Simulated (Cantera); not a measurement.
Feed: 1 mol Si₃N₄, 0.18 mol C, 0.041 mol N₂, held at 1 atm.

Method: chemical equilibrium by Gibbs-energy minimisation in Cantera with the NASA 1993 tables (ideal gas, pure condensed phases). Candidate condensed phases: C, Si, SiC, Si₃N₄; 32 gas species. Ions and electrons are included (thermal ionisation). Mutual solubility and eutectic melting of coexisting phases are not modelled. The numbers say what is thermodynamically allowed, not how fast it happens.

**Question.** Which condensed phases are stable at each of these points (T (°C)): 2227, 2727, 3227, 3727, 4227, 4727?

**Answer.** 
```csv
T (°C),condensed phases,Si condensed (%)
2227,Si(l) + SiC(s),99.5
2727,Si(l),82.6
3227,gas only,0.0
3727,gas only,0.0
4227,gas only,0.0
4727,gas only,0.0
```

At 2227 °C the condensed part is Si(l) + SiC(s). At 2727 °C the condensed part is Si(l). From 3227 °C to 4727 °C nothing is condensed.
